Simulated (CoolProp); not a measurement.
Model: reference Helmholtz-energy equation of state, Lemmon 2006, in CoolProp. It is a short technical equation, of lower accuracy than the large ones.

**Question.** For C2F6 (R116), give the phase and the cp (kJ/(kg K)), cv (kJ/(kg K)), speed of sound (m/s), Prandtl number at 308.9 K and 0.0218 MPa.

**Answer.** 
- 308.9 K and 0.0218 MPa: gas; cp 0.789, cv 0.728, speed of sound 142, Prandtl number 0.739

Viscosity comes from a separate model (Huber 2003), an estimate that may be off by 10 % or more. Thermal conductivity comes from a separate model (Huber 2003), an estimate that may be off by 10 % or more.
